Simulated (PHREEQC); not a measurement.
Model water analysis in mmol/kgw, 25 °C, pH 6.77, pe 12.3:

```csv
constituent,mmol/kgw
Na,0.00854
K,0.0115
Ca,0.00443
Mg,0.0103
Cl,0.0228
S(6),0.00454
Alkalinity (meq/kgw),0.0173
Cu(2),0.000545
```

Valence states are taken as typed.

Model: ion-association model, phreeqc.dat, run in PHREEQC.

* **ionic strength**: 6.91e-5 mol/kgw
* **charge-balance error**: 1.4 %

```csv
species,molality,activity,log γ
Cl-,2.28e-5,2.26e-5,-0.004
HCO3-,1.69e-5,1.68e-5,-0.004
K+,1.15e-5,1.14e-5,-0.004
Mg+2,1.03e-5,9.90e-6,-0.017
Na+,8.54e-6,8.46e-6,-0.004
CO2,6.41e-6,6.41e-6,0.000
SO4-2,4.53e-6,4.35e-6,-0.017
```

Precipitation was switched off in this run. The database's constant for dissolved Cu(OH)2 is higher than later reviews accept.
